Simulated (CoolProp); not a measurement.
Saturation properties of neopentane.

Computed with CoolProp (reference Helmholtz-energy equation of state, Lemmon 2006). It is a short technical equation, of lower accuracy than the large ones.

```
T (K)  p (MPa)  vapour density (kg/m³)  surface tension (mN/m)
-----  -------  ----------------------  ----------------------
293.7      [?]                   4.655                     [?]
301.1      [?]                   5.825                    10.6
308.6      [?]                   7.231                    9.92
316     0.2926                   8.863                    9.22
323.4   0.3582                   10.77                    8.52
330.8      [?]                   12.99                    7.83
338.3   0.5228                   15.60                    7.15
345.7      [?]                     [?]                     [?]
```

### Question
What belongs in the gaps?

### Answer

- 293.7, p (MPa): 0.1484
- 293.7, surface tension (mN/m): 11.4
- 301.1, p (MPa): 0.1882
- 308.6, p (MPa): 0.2364
- 330.8, p (MPa): 0.4342
- 345.7, p (MPa): 0.6227
- 345.7, vapour density (kg/m³): 18.58
- 345.7, surface tension (mN/m): 6.48

It boils at 282.7 K under 1 atm.

Surface tension comes from a separate correlation (Mulero 2014).
